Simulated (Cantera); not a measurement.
Input: 1 mol Si, 0.014 mol CO2, 45 mol H2, held at 2048 K.

Equilibrium computed with Cantera from the NASA thermochemical tables; the gas is ideal and each condensed phase is pure. Candidate condensed phases: C, C6H6, C7H8, C8H18, H2O, Si, SiC, SiO2; 123 gas species. Mutual solubility and eutectic melting of coexisting phases are not modelled. Gases not in the tables: Si2H6 and higher silanes. Kinetics and transport are ignored.

**Question.** What share of the Si ends up in condensed phases as a function of P (Pa), at 0.100, 2.50, 63, 1600, 40000, 1000000?

**Answer.** 
```csv
P (Pa),Si condensed (%),as
0.100,0.0,-
2.50,0.0,-
63,0.0,-
1600,72.2,Si(l)
40000,96.1,Si(l) + SiC(s)
1000000,97.1,Si(l)
```
